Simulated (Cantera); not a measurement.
What does this Cantera script print?

```python
import numpy as np
import cantera as ct

gas_names = """
    B BH BH2 BH3 BO BO2 B2 B2O B2O2 B2O3 B3O3H3 H HBO HBO2 HO2 H2 H2O H2O2 H3B3O6 O OH O2 O3
""".split()
cond_names = """
    B(b) B(L) B2O3(L) B3O3H3(cr) H2O(s) H2O(L)
""".split()


# ... load() reads the species with a 1 bar reference pressure and builds the phases ...
atoms = {
    'B2O3': {'B': 2, 'O': 3},
    'H2': {'H': 2},
    'H2O': {'H': 2, 'O': 1},
}
top_T = {}  # K; cautious upper limits of use, not melting points


# ... equilibrate(T, P, feed) seeds the gas with the atoms and calls Mixture.equilibrate('TP', solver="vcs", rtol=1e-11, max_steps=5000) ...
results = []
feed = {'B2O3': 1, 'H2': 110, 'H2O': 0.17}  # mol
P = 6100  # Pa
for T in [823, 973, 1123, 1273, 1423, 1573, 1723, 1873, 2023, 2173, 2323, 2473]:
    mix = equilibrate(T, P, feed)
    results.append((T, P, feed, dict(zip(mix.species_names, mix.species_moles))))
    x = sorted(zip(gas.X, gas.species_names), reverse=True)
    print(f"T = {T:g} K  P = {P:g} Pa  gas = {mix.phase_moles(0):.4g} mol")
    print("   x: " + "  ".join(f"{s} {v:.3e}" for v, s in x if v > 0.0001))
    print("   condensed (mol): " + ("  ".join(f"{mix.phase(i).name} {mix.phase_moles(i):.4g}"
          for i in range(1, mix.n_phases) if mix.phase_moles(i) > 1e-12) or "none"))
```

It prints:

```
T = 823 K  P = 6100 Pa  gas = 110.2 mol
   x: H2 9.985e-01  H2O 1.541e-03
   condensed (mol): B2O3(L) 0.9998
T = 973 K  P = 6100 Pa  gas = 110.2 mol
   x: H2 9.985e-01  H2O 1.541e-03
   condensed (mol): B2O3(L) 0.9998
T = 1123 K  P = 6100 Pa  gas = 110.2 mol
   x: H2 9.984e-01  H2O 1.523e-03
   condensed (mol): B2O3(L) 0.9977
T = 1273 K  P = 6100 Pa  gas = 110.2 mol
   x: H2 9.982e-01  H2O 1.388e-03  HBO2 3.332e-04
   condensed (mol): B2O3(L) 0.9801
T = 1423 K  P = 6100 Pa  gas = 110.3 mol
   x: H2 9.969e-01  HBO2 1.528e-03  H2O 1.026e-03  HBO 4.898e-04
   condensed (mol): B2O3(L) 0.8809
T = 1573 K  P = 6100 Pa  gas = 110.9 mol
   x: H2 9.866e-01  HBO2 5.895e-03  HBO 4.636e-03  B2O3 1.472e-03  H2O 1.055e-03  H 1.635e-04  B2O2 1.345e-04
   condensed (mol): B2O3(L) 0.2357
T = 1723 K  P = 6100 Pa  gas = 111.2 mol
   x: H2 9.814e-01  HBO2 7.003e-03  HBO 6.983e-03  H2O 1.789e-03  B2O3 1.728e-03  H 7.315e-04  B2O2 2.194e-04  BO 1.013e-04
   condensed (mol): none
T = 1873 K  P = 6100 Pa  gas = 111.3 mol
   x: H2 9.783e-01  HBO 8.079e-03  HBO2 6.483e-03  H2O 2.723e-03  H 2.585e-03  B2O3 1.302e-03  BO 3.516e-04  B2O2 2.227e-04
   condensed (mol): none
T = 2023 K  P = 6100 Pa  gas = 111.6 mol
   x: H2 9.719e-01  HBO 8.868e-03  H 7.580e-03  HBO2 5.743e-03  H2O 3.784e-03  BO 9.821e-04  B2O3 9.439e-04  B2O2 2.130e-04
   condensed (mol): none
T = 2173 K  P = 6100 Pa  gas = 112.4 mol
   x: H2 9.590e-01  H 1.913e-02  HBO 9.069e-03  H2O 4.924e-03  HBO2 4.824e-03  BO 2.249e-03  B2O3 6.357e-04  B2O2 1.841e-04
   condensed (mol): none
T = 2323 K  P = 6100 Pa  gas = 113.8 mol
   x: H2 9.342e-01  H 4.262e-02  HBO 8.472e-03  H2O 6.051e-03  BO 4.258e-03  HBO2 3.765e-03  B2O3 3.810e-04  B2O2 1.382e-04
   condensed (mol): none
T = 2473 K  P = 6100 Pa  gas = 116.5 mol
   x: H2 8.908e-01  H 8.521e-02  HBO 7.130e-03  H2O 6.974e-03  BO 6.734e-03  HBO2 2.667e-03  B2O3 1.962e-04  OH 1.340e-04
   condensed (mol): none
```

These are equilibrium values from Cantera (NASA tables, ideal gas, pure condensed phases), not measurements of a reactor.
